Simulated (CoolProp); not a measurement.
Saturation properties of dimethyl carbonate (Tc = 283.9 °C, pc = 49.09 bar, ω = 0.346).

The numbers come from the reference Helmholtz-energy equation of state, Zhou 2011 in CoolProp.

```
T (°C)  p (bar)  liquid density (kg/m³)  vapour density (kg/m³)  enthalpy of vaporisation (kJ/kg)  liquid cp (kJ/(kg K))  surface tension (mN/m)
------  -------  ----------------------  ----------------------  --------------------------------  ---------------------  ----------------------
128.55    3.008                   917.0                   8.668                             347.4                  2.065                    14.0
132.15    3.290                   911.4                   9.440                             344.6                  2.076                    13.5
135.75    3.592                   905.8                   10.27                             341.7                  2.087                    13.1
139.25    3.906                   900.2                   11.12                             338.9                  2.098                    12.7
142.85    4.250                   894.5                   12.06                             335.9                  2.109                    12.2
146.45    4.617                   888.7                   13.06                             332.9                  2.121                    11.8
150.05    5.008                   882.8                   14.13                             329.8                  2.133                    11.4
153.65    5.423                   876.9                   15.26                             326.7                  2.146                    10.9
157.25    5.864                   870.9                   16.47                             323.6                  2.158                    10.5
160.85    6.332                   864.9                   17.75                             320.4                  2.171                    10.1
164.35    6.814                   858.9                   19.08                             317.2                  2.184                    9.71
167.95    7.338                   852.7                   20.53                             313.8                  2.198                    9.31
171.55    7.892                   846.5                   22.06                             310.4                  2.212                    8.91
175.15    8.477                   840.1                   23.70                             307.0                  2.227                    8.51
```

It boils at 90.1 °C under 1 atm.

Surface tension comes from a separate correlation (Mulero 2014).
